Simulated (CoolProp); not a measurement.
Vapour pressure (bar) of chlorine: the reference equation beside estimates from Tc = 143.7 °C, pc = 76.42 bar, ω = 0.070.

Values from CoolProp's reference Helmholtz-energy equation of state, Thol 2021.

```
T (°C)  reference  Lee-Kesler  Soave-Redlich-Kwong
------  ---------  ----------  -------------------
36.65       10.51       10.45                10.48
42.05       12.00       11.91                11.95
47.35       13.60       13.48                13.55
52.75       15.39           …                15.33
58.05       17.30           …                17.23
63.45           …       19.17                19.34
68.75       21.66           …                21.59
74.15       24.14       23.80                24.06
```

**Question.** Some entries are withheld; supply them.

**Answer.** 
- 52.75, Lee-Kesler: 15.23
- 58.05, Lee-Kesler: 17.10
- 63.45, reference: 19.41
- 68.75, Lee-Kesler: 21.37

Absolute difference from the reference over all 8 rows, mean and median: Lee-Kesler 1.0 and 1.1 %, Soave-Redlich-Kwong 0.4 and 0.4 %.
